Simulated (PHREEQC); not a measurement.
A made-up water analysis in mmol/kgw, 20 °C, pH 6.31, pe 8.4:

```
constituent           mmol/kgw
--------------------  --------
Na                      0.0309
K                       0.0735
Ca                       0.201
Mg                      0.0366
Cl                     0.00548
S(6)                     0.233
Alkalinity (meq/kgw)      0.11
B                     0.000216
Si                      0.0153
Cd                    0.000117
Cu(2)                 0.000157
```

Valence states are taken as typed.

Equilibrium calculation in PHREEQC: ion-association model, wateq4f.dat.

```csv
quantity,before,after
SO4-2 (mol/kgw),0.000225,0.000227
Ca+2 (mol/kgw),0.000195,0.000195
CO2 (mol/kgw),0.000125,0.000171
HCO3- (mol/kgw),0.000110,0.000110
Mg+2 (mol/kgw),3.53e-5,3.57e-5
CaSO4 (mol/kgw),6.28e-6,5.48e-6
SI of Quartz (SiO2),-0.76,-0.52
```

Question: Which change was made?
(A) pH from 6.31 to 6.81 at the same alkalinity
(B) all concentrations times 2 at the same typed pH
(C) temperature from 20 to 5 °C at the same typed pH
(D) pH from 6.31 to 7.31 at the same alkalinity

Answer: C, temperature from 20 to 5 °C at the same typed pH

Precipitation was switched off in this run. Constants without temperature data keep their 25 °C values here.
